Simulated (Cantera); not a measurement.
Cantera with NASA thermochemical tables; ideal gases at 1 bar, condensed phases pure. Values are per mole of reaction as written; species without (g) are pure solids or liquids, kept so even where they would boil at 1 bar. TiO: taken at fixed stoichiometry.

2 TiO = TiO2 + Ti

```csv
T (K),ΔH° (kJ),ΔS° (J/K),ΔG° (kJ),log10 K
2273,107.0,-14.0,138.9,-3.19
2323,[?],[?],[?],[?]
2373,108.3,-13.4,140.2,-3.09
2423,[?],[?],[?],[?]
2473,109.7,-12.9,141.6,-2.99
2523,110.3,-12.6,142.2,-2.94
2573,111.0,-12.4,142.8,-2.90
2623,111.7,-12.1,143.4,-2.86
2673,112.3,-11.9,144.0,-2.81
2723,113.0,-11.6,144.6,-2.77
2773,[?],[?],[?],[?]
```

### Question
Complete the blanks.

### Answer

- 2323, ΔH° (kJ): 107.7
- 2323, ΔS° (J/K): -13.7
- 2323, ΔG° (kJ): 139.6
- 2323, log10 K: -3.14
- 2423, ΔH° (kJ): 109.0
- 2423, ΔS° (J/K): -13.2
- 2423, ΔG° (kJ): 140.9
- 2423, log10 K: -3.04
- 2773, ΔH° (kJ): 113.7
- 2773, ΔS° (J/K): -11.4
- 2773, ΔG° (kJ): 145.2
- 2773, log10 K: -2.73
